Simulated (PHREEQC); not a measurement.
1 kg of water holding 0.043 mol/kgw NaCl, 0.031 mol/kgw NaBr, 0.0069 mol/kgw MgBr2, 0.23 mol/kgw KCl and 0.00018 mol/kgw CaSO4 is evaporated at 25 °C; the solids stay in contact with the brine. No CO2 enters from the air. The run lets Arcanite, Bischofite, Bloedite, Brucite, Carnallite, Epsomite, Glaserite, Glauberite, Gypsum, Anhydrite, Halite, Hexahydrite, Kainite, Kieserite, Leonite, Mirabilite, Misenite, Polyhalite, Portlandite, Schoenite, Sylvite, Syngenite, Thenardite, MgCl2_4H2O precipitate or redissolve, and no other solid.

Model: Pitzer model, pitzer.dat, run in PHREEQC.

```tsv
water left (kg)	ionic strength	water activity	Sylvite (mol)	Halite (mol)	Mg in solution (mol/kgw)
1	0.325	0.990	0	0	0.00690
0.6755	?	?	0	0	0.0102
0.4563	0.713	?	0	0	0.0151
0.2533	1.28	0.960	0	0	0.0272
0.1711	1.90	0.940	0	0	0.0403
0.1156	2.81	0.910	0	0	0.0597
0.07809	?	?	0	0	0.0884
0.05275	5.86	?	0.0163	0	0.131
0.0293	6.73	0.763	0.128	0	0.236
0.01979	7.70	0.714	?	0	0.349
0.01337	8.76	0.660	0.197	0.0117	0.516
```

Problem. Fill in the missing entries.

Solution. 
- 0.6755, ionic strength: 0.482
- 0.6755, water activity: 0.985
- 0.4563, water activity: 0.978
- 0.07809, ionic strength: 4.17
- 0.07809, water activity: 0.864
- 0.05275, water activity: 0.802
- 0.01979, Sylvite (mol): 0.173
